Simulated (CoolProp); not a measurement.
Vapour-liquid equilibrium of dimethyl carbonate (1) + n-decane (2) at 495.5 K; x and y are mole fractions of (1).

The numbers come from the multi-fluid Helmholtz-energy mixture model, Zhou 2011 and Lemmon 2006; pair parameters Bell 2016 in CoolProp.

```csv
x,"bubble pressure, mixture model (kPa)","bubble pressure, Raoult's law (kPa)","y, mixture model","y, Raoult's law"
0.05,467.4,383.1,0.349,0.256
0.125,688.3,507.8,0.560,0.483
0.2,872.4,632.5,0.656,0.621
0.275,1025,757.2,0.713,0.713
0.35,1153,881.9,0.751,0.779
0.425,1264,1007,0.781,0.829
0.5,1363,1131,0.806,0.867
0.575,1456,1256,0.829,0.898
0.65,1545,1381,0.852,0.924
0.725,1634,1505,0.877,0.945
0.8,1723,1630,0.904,0.963
0.875,1813,1755,0.936,0.979
0.95,1903,1879,0.972,0.992
```

The largest gap from Raoult's law is +37.9 % in bubble pressure, at x = 0.2. No azeotrope shows between x = 0.05 and 0.95.

Pair parameters are fitted to limited data, so mixtures are less certain than the pure fluids.
